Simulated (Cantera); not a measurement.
# Premixed flame

A freely propagating, adiabatic, planar premixed flame of H2 : O2 : N2 = 1 : 0.5 : 1.88 (molar parts), unburnt at 350 K and 61000 Pa; mixture-averaged transport, grid criteria slope 0.08 and curve 0.16, no radiation.

Detailed kinetics in Cantera: the H2/O2 subset of GRI-Mech 3.0, which has no nitrogen chemistry. Burning velocities carry a grid error of a few per cent, more on coarse grids.

```
z (mm)  T (K)  u (m/s)    x H2    x O2      x H   x H2O2       x O      x OH
------  -----  -------  ------  ------  -------  -------  --------  --------
-2.13     350     2.92   0.296   0.148    <1e-8    <1e-8     <1e-8     <1e-8
-1.42     350     2.92   0.296   0.148    <1e-8    <1e-8     <1e-8     <1e-8
-1.07     350     2.92   0.296   0.148    <1e-8    <1e-8     <1e-8     <1e-8
-0.711    350     2.92   0.296   0.148    <1e-8    <1e-8     <1e-8     <1e-8
-0.356    356     2.96   0.292   0.149  5.36e-7  1.97e-6   4.36e-7   2.10e-6
-0.178    578     4.66   0.259   0.146  0.00218  7.96e-5  0.000105  0.000959
0        1070     8.32   0.165   0.115   0.0260  7.63e-6   0.00320   0.00209
0.178    1411     10.8  0.0743  0.0561   0.0505  3.06e-6   0.00968   0.00717
0.356    1576     12.0  0.0479  0.0339   0.0512  1.91e-6    0.0112    0.0108
0.711    1739     13.1  0.0433  0.0267   0.0406  9.70e-7    0.0101    0.0136
1.42     1901     14.2  0.0411  0.0226   0.0287  4.91e-7   0.00800    0.0151
2.85     2052     15.2  0.0367  0.0185   0.0186  2.79e-7   0.00567    0.0154
5.69     2184     16.0  0.0307  0.0147   0.0111  1.85e-7   0.00363    0.0143
```
x: mole fraction of selected species; z is measured from the peak of heat release.

The laminar burning velocity is 292 cm/s. The thermal thickness is 0.711 mm, the peak x(H) is 0.0527 and the peak x(H2O2) comes out as 7.96e-5. The peak x(O) is 0.0112 and the peak x(OH) is 0.0155.
